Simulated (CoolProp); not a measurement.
Vapour-liquid equilibrium of R13 (1) + R113 (2) at -15.45 °C; x and y are mole fractions of (1).

Values from CoolProp's multi-fluid Helmholtz-energy mixture model, Platzer 1990 and Marx 1992; pair parameters Bell 2016. This equation is an older, rougher fit; its heat capacities, sound speeds and derivatives of the liquid may be far off and weren't checked against measurements.

| x | bubble pressure (kPa) | y at the bubble point | dew pressure at overall composition x (kPa) | liquid density (mol/L) |
|---|---|---|---|---|
| 0.05 | 95.46 | 0.929 | 7.093 | 8.997 |
| 0.15 | 257.3 | [?] | 7.928 | [?] |
| 0.25 | 401.4 | [?] | 8.987 | 9.636 |
| 0.35 | 531.1 | 0.988 | 10.37 | 9.974 |
| 0.45 | 649.6 | 0.991 | 12.26 | 10.32 |
| 0.55 | 760.1 | 0.993 | 14.98 | 10.67 |
| 0.65 | 866.4 | 0.994 | 19.26 | 11.01 |
| 0.75 | 973.1 | 0.995 | 26.97 | 11.33 |
| 0.85 | 1087 | 0.997 | 44.93 | 11.58 |
| 0.95 | 1221 | 0.999 | 134.4 | 11.71 |

Problem. Fill in the missing entries.

Solution. 
- 0.15, y at the bubble point: 0.974
- 0.15, liquid density (mol/L): 9.310
- 0.25, y at the bubble point: 0.984

No azeotrope shows between x = 0.05 and 0.95.

The pair parameters rest on a limited set of measurements; away from them the model extrapolates. The gap from Raoult's law changes sign with composition, which may be real or a fault of the pair parameters; it wasn't checked against measurements.
